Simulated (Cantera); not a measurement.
# Thermodynamics of halide evaporation, hydrolysis and transport, feed CaF₂ + H₂O + N₂

Input: 1 mol CaF₂, a varied amount of H₂O, 72 mol N₂, held at 1098.15 K and 4.80 mbar.

Method: chemical equilibrium by Gibbs-energy minimisation in Cantera with the NASA 1993 tables (ideal gas, pure condensed phases). Candidate condensed phases: Ca, CaF₂, CaO, Ca(OH)₂, H₂O; 47 gas species. Mutual solubility and eutectic melting of coexisting phases are not modelled. Rates play no part.

From 0.18 mol H₂O to 19 mol H₂O the condensed part is CaF₂(s) + CaO(s).

| n(H₂O) (mol) | x N₂ | x H₂O | x HF | x H₂ | n CaF₂(s) | n CaO(s) |
|---|---|---|---|---|---|---|
| 0.18 | 0.997 | 0.00240 | 0.000193 | 1.77e-7 | 0.993 | 0.00697 |
| 0.34 | 0.995 | 0.00457 | 0.000267 | 2.66e-7 | 0.990 | 0.00965 |
| 0.67 | 0.991 | 0.00903 | 0.000375 | 4.11e-7 | 0.986 | 0.0136 |
| 1.3 | 0.982 | 0.0175 | 0.000522 | 6.29e-7 | 0.981 | 0.0191 |
| 2.6 | 0.965 | 0.0345 | 0.000733 | 9.78e-7 | 0.973 | 0.0273 |
| 5 | 0.935 | 0.0644 | 0.00100 | 1.47e-6 | 0.961 | 0.0386 |
| 9.8 | 0.880 | 0.119 | 0.00136 | 2.20e-6 | 0.944 | 0.0557 |
| 19 | 0.790 | 0.208 | 0.00180 | 3.16e-6 | 0.918 | 0.0819 |
x: gas mole fraction; n: condensed amount in mol.
